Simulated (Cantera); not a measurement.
A closed system holds: 1 mol SiH2Cl2, 770 mol H2, 0.29 mol Cl2, at 850 °C and 495 Torr.

Method: chemical equilibrium by Gibbs-energy minimisation in Cantera with the NASA 1993 tables (ideal gas, pure condensed phases). Candidate condensed phases: Si; 19 gas species. The numbers say what is thermodynamically allowed, not how fast it happens.

Base state: H2 0.997, HCl 0.00309, SiHCl3 3.84e-5, SiH2Cl2 2.60e-5, SiCl2 2.02e-5 (mole fractions); condensed: Si(s).

Task: What changes in the equilibrium state with this change: SiH2Cl2 replaced by Si2Cl6?

Result: 
```csv
species,before,after
H2,0.997,0.993
HCl,0.00309,0.00644
SiHCl3,3.84e-5,0.000348
SiCl4,6.93e-6,0.000132
SiCl3,3.36e-6,3.06e-5
SiCl2,2.02e-5,8.82e-5
SiH2Cl2,2.60e-5,0.000113
"Si(s), mol",0.923,1.44
```
The feed counts by its element totals alone. The tables' values for SiCl3 are old estimates; treat these amounts as uncertain.

Task: What changes in the equilibrium state with this change: SiH2Cl2 replaced by Si3H8?

Result: 
| species | before | after |
|---|---|---|
| H2 | 0.997 | 0.999 |
| HCl | 0.00309 | 0.000741 |
| SiH2Cl2 | 2.60e-5 | 1.50e-6 |
| SiHCl3 | 3.84e-5 | 5.27e-7 |
| SiCl2 | 2.02e-5 | 1.16e-6 |
| Si(s), mol | 0.923 | 3.00 |
The feed counts by its element totals alone.
